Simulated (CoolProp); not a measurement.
Chloromethane (R40) at 298.15 K and 4.19 MPa is throttled through a valve to 2.1 MPa with no heat exchange. Each further row changes one setting.

The numbers come from the reference Helmholtz-energy equation of state, Thol 2014 in CoolProp.

```tsv
case	temperature change (K)	final density (kg/m³)
as stated	___	___
outlet pressure 0.63 MPa	___	910
outlet pressure 2.73 MPa	+0.3	___
```

Task: Some entries are withheld; supply them.

Result: 
- as stated, temperature change (K): +0.5
- as stated, final density (kg/m³): 914
- outlet pressure 0.63 MPa, temperature change (K): +0.8
- outlet pressure 2.73 MPa, final density (kg/m³): 916
